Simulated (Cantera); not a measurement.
# Carbon deposition, reforming and gasification: CH₃OH + O₂ + H₂

Feed: 1 mol CH₃OH, 0.22 mol O₂, 2.8 mol H₂, equilibrated at 51.0 Pa.

These are equilibrium values from Cantera (NASA tables, ideal gas, pure condensed phases), not measurements of a reactor. Candidate condensed phases: C, C₆H₆, C₇H₈, C₈H₁₈, H₂O; 110 gas species. The numbers say what is thermodynamically allowed, not how fast it happens.

| T (°C) | log p H₂ | log p CO | log p H₂O | log p CO₂ | log p CH₄ | log p H | log p OH | log p O |
|---|---|---|---|---|---|---|---|---|
| 425 | -3.39 | -4.20 | -4.80 | -4.62 | -5.97 | <-15 | <-15 | <-15 |
| 525 | -3.40 | -4.15 | -4.66 | -4.78 | -8.15 | -13.27 | <-15 | <-15 |
| 625 | -3.40 | -4.12 | -4.57 | -4.92 | -9.85 | -11.66 | <-15 | <-15 |
| 725 | -3.41 | -4.10 | -4.52 | -5.06 | -11.20 | -10.37 | -14.15 | <-15 |
| 825 | -3.41 | -4.09 | -4.49 | -5.18 | -12.30 | -9.31 | -12.75 | <-15 |
| 925 | -3.41 | -4.08 | -4.48 | -5.28 | -13.21 | -8.43 | -11.59 | <-15 |
| 1025 | -3.41 | -4.08 | -4.46 | -5.37 | -13.98 | -7.68 | -10.62 | -14.90 |
| 1125 | -3.41 | -4.07 | -4.45 | -5.45 | -14.64 | -7.03 | -9.78 | -13.44 |
| 1225 | -3.41 | -4.07 | -4.45 | -5.52 | -15.21 | -6.47 | -9.05 | -12.17 |
| 1325 | -3.41 | -4.07 | -4.44 | -5.58 | <-15 | -5.98 | -8.42 | -11.07 |
log p: log10 of the partial pressure in bar; nothing condenses.

From 425 °C to 1325 °C nothing is condensed. The main C-bearing gas is CO throughout.
